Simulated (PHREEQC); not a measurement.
Dissolve 0.0077 mol/kgw CuSO4, 0.0011 mol/kgw H2SO4 and 0.011 mol/kgw FeCl3 at 95 °C. Closed to the air; pH follows from the charge balance.

Equilibrium calculation in PHREEQC: ion-association model, phreeqc.dat.

Precipitation was switched off in this run.

### Question
Predict the pH, ionic strength.

### Answer
pH 2.24; ionic strength 0.0537 mol/kgw.

### Question
In which forms is Cu present?

### Answer
Cu+2 61 %, CuCl+ 33 %, CuSO4 6.1 %, CuCl2 0.6 % of the Cu.

Examples of supersaturated solids here: Hematite (slow to form), Goethite (slow to form). Others may be too. Complexes and solids missing from the database can't appear. Away from 25 °C the constants follow the database's enthalpies or fits; those with neither stay at their 25 °C values.
